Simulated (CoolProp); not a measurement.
Vapour-liquid equilibrium of hydrogen sulfide (1) + n-butane (2) at 580 kPa; x and y are mole fractions of (1).

Computed with CoolProp (multi-fluid Helmholtz-energy mixture model, Lemmon 2006 and Bücker 2006; pair parameters Kunz 2012).

```tsv
x	bubble temperature, mixture model (K)	bubble temperature, Raoult's law (K)	y, mixture model	y, Raoult's law
0.05	313.9	318.7	0.332	0.279
0.125	296.1	306.4	0.620	0.529
0.2	284.3	297.0	0.756	0.676
0.275	276.5	289.5	0.825	0.769
0.35	271.3	283.4	0.864	0.832
0.425	267.7	278.3	0.889	0.876
0.5	265.0	273.9	0.907	0.909
0.575	263.0	270.0	0.920	0.933
0.65	261.3	266.7	0.931	0.952
0.725	259.9	263.7	0.942	0.966
0.8	258.5	261.0	0.953	0.978
0.875	257.2	258.5	0.966	0.988
0.95	255.9	256.3	0.984	0.996
```

The largest gap from Raoult's law is -13.0 K in bubble temperature, at x = 0.275. No azeotrope shows between x = 0.05 and 0.95.

Pair parameters are fitted to limited data, so mixtures are less certain than the pure fluids. With so large a gap from Raoult's law the liquid may split in two, which this calculation doesn't test in full.
